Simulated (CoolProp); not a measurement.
Vapour-liquid equilibrium of sulfur dioxide (1) + toluene (2) at 0.284 MPa; x and y are mole fractions of (1).

Model: multi-fluid Helmholtz-energy mixture model, Gao 2016 and Lemmon 2006; pair parameters Bell 2016, in CoolProp.

```csv
x,"bubble temperature, mixture model (°C)","bubble temperature, Raoult's law (°C)","y, mixture model","y, Raoult's law"
0.05,125.1,113.1,0.477,0.636
0.2,74.8,67.1,[?],0.931
0.35,50.3,47.8,0.969,0.974
0.5,36.6,36.2,[?],0.988
0.65,[?],28.1,0.994,0.995
0.8,22.0,22.0,0.997,0.998
0.95,17.2,17.1,0.999,1.000
```

**Question.** Fill in the missing entries.

**Answer.** 
- 0.2, y, mixture model: 0.902
- 0.5, y, mixture model: 0.987
- 0.65, bubble temperature, mixture model (°C): 28.0

The largest gap from Raoult's law is +12.0 K in bubble temperature, at x = 0.05. No azeotrope shows between x = 0.05 and 0.95.

Pair parameters are fitted to limited data, so mixtures are less certain than the pure fluids.
